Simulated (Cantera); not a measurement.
Input (Python, Cantera) and output of one run.

```python
import numpy as np
import cantera as ct

gas_names = """
    B BN BO BO2 B2 B2O B2O2 B2O3 N NO NO2 NO3 N2 N2O O O2 O3
""".split()
cond_names = """
    B(b) B(L) BN(s) B2O3(L)
""".split()


# ... load() reads the species with a 1 bar reference pressure and builds the phases ...
atoms = {
    'B': {'B': 1},
    'N2': {'N': 2},
    'O2': {'O': 2},
}
top_T = {'BN(s)': 3200}  # K; cautious upper limits of use, not melting points


# ... equilibrate(T, P, feed) seeds the gas with the atoms and calls Mixture.equilibrate('TP', solver="vcs", rtol=1e-11, max_steps=5000) ...
results = []
feed = {'B': 1, 'N2': 44, 'O2': 0.72}  # mol
P = 12  # Pa
for T in [798, 898, 998, 1098, 1198, 1298, 1398, 1498, 1598, 1698, 1798]:
    mix = equilibrate(T, P, feed)
    results.append((T, P, feed, dict(zip(mix.species_names, mix.species_moles))))

top = {s: max(r[3][s] / sum(r[3][g] for g in gas_names) for r in results) for s in gas_names}
cols = sorted((s for s in top if top[s] > 1e-05), key=lambda s: -top[s])[:8]
seen = [c for c in cond_names if any(r[3].get(c, 0) > 1e-12 for r in results)]
print("log10 of partial pressures in bar; condensed amounts in mol")
print(f"{'T/K':>10s}" + "".join(f"{s[:9]:>10s}" for s in cols + seen))
for T, P, feed, n in results:
    ng = sum(n[g] for g in gas_names)
    print(f"{T:10.4g}" + "".join(f"{np.log10(max(n[s] / ng * P / 1e5, 1e-99)):10.3f}" for s in cols)
          + "".join(f"{n.get(c, 0):10.4g}" for c in seen))
```

Output:

```
log10 of partial pressures in bar; condensed amounts in mol
       T/K        N2      B2O3        BO      B2O2       BO2     BN(s)   B2O3(L)
       798    -3.921   -16.788   -21.554   -21.767   -23.481      0.04      0.48
       898    -3.921   -13.847   -17.943   -17.844   -20.130      0.04      0.48
       998    -3.921   -11.517   -15.066   -14.723   -17.463      0.04      0.48
      1098    -3.921    -9.626   -12.723   -12.183   -15.290      0.04    0.4799
      1198    -3.921    -8.065   -10.778   -10.078   -13.487   0.03998    0.4768
      1298    -3.921    -6.754    -9.138    -8.306   -11.968    0.0387     0.414
      1398    -3.926    -5.914    -7.830    -6.977   -10.854   0.01209         0
      1498    -3.926    -5.926    -7.224    -6.880   -10.102         0         0
      1598    -3.926    -5.926    -6.828    -7.058    -9.302         0         0
      1698    -3.926    -5.927    -6.594    -7.445    -8.482         0         0
      1798    -3.926    -5.935    -6.487    -7.990    -7.659         0         0
```

These are equilibrium values from Cantera (NASA tables, ideal gas, pure condensed phases), not measurements of a reactor. N2 is the only nitrogen source here; it is nearly inert below about 1500 K, so the nitride shown seldom forms there in practice. Mutual solubility and eutectic melting of coexisting phases are not modelled.
